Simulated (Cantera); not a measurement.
Cantera run:

```python
import numpy as np
import cantera as ct

gas_names = [...]  # 151 gases of nasa_gas.yaml made of C, H, N, O, Si
cond_names = """
    C(gr) C6H6(L) C7H8(L) C8H18(L),n-octa H2O(s) H2O(L) Si(cr) Si(L) SiC(b) SiO2(Lqz) SiO2(hqz) SiO2(L)
    Si2N2O(s) Si3N4(a)
""".split()


# ... load() reads the species with a 1 bar reference pressure and builds the phases ...
atoms = {
    'TEOS': {'Si': 1, 'C': 8, 'H': 20, 'O': 4},
    'N2O': {'N': 2, 'O': 1},
    'N2': {'N': 2},
}
top_T = {'C(gr)': 4500, 'SiC(b)': 3050, 'Si2N2O(s)': 2100, 'Si3N4(a)': 2400}  # K; cautious upper limits of use, not melting points


# ... equilibrate(T, P, feed) seeds the gas with the atoms and calls Mixture.equilibrate('TP', solver="vcs", rtol=1e-11, max_steps=5000) ...
results = []
feed = {'TEOS': 1, 'N2O': 1.2, 'N2': 160}  # mol
T = 1925  # K
for P in [5, 26, 140, 710, 3700, 19000, 100000]:
    mix = equilibrate(T, P, feed)
    results.append((T, P, feed, dict(zip(mix.species_names, mix.species_moles))))

top = {s: max(r[3][s] / sum(r[3][g] for g in gas_names) for r in results) for s in gas_names}
cols = sorted((s for s in top if top[s] > 1e-06), key=lambda s: -top[s])[:7]
seen = [c for c in cond_names if any(r[3].get(c, 0) > 1e-12 for r in results)]
print("log10 of partial pressures in bar; condensed amounts in mol")
print(f"{'P/Pa':>10s}" + "".join(f"{s[:9]:>10s}" for s in cols + seen))
for T, P, feed, n in results:
    ng = sum(n[g] for g in gas_names)
    print(f"{P:10.4g}" + "".join(f"{np.log10(max(n[s] / ng * P / 1e5, 1e-99)):10.3f}" for s in cols)
          + "".join(f"{n.get(c, 0):10.4g}" for c in seen))
```

Output:

```
log10 of partial pressures in bar; condensed amounts in mol
      P/Pa        N2        H2        CO         H        Si       HCN       SiO     C(gr)    SiC(b)
         5    -4.349    -5.690    -5.841    -5.865    -6.582    -6.984    -8.387      2.35         0
        26    -3.629    -4.900    -5.123    -5.470    -6.146    -6.229    -7.232     1.936    0.4323
       140    -2.895    -4.135    -4.389    -5.087    -6.146    -5.480    -6.499     1.522    0.8615
       710    -2.189    -3.416    -3.683    -4.728    -6.146    -4.767    -5.793     1.443    0.9401
      3700    -1.472    -2.693    -2.966    -4.366    -6.146    -4.047    -5.075     1.426    0.9559
   1.9e+04    -0.761    -1.980    -2.255    -4.010    -6.146    -3.335    -4.365     1.421     0.959
     1e+05    -0.040    -1.258    -1.534    -3.648    -6.146    -2.613    -3.643      1.42    0.9597
```

Cantera equilibrium calculation (NASA polynomials, part measured and part estimated; ideal gas, pure solids and liquids). The feed counts by its element totals alone. The tables' values for SiN are old estimates; treat these amounts as uncertain.
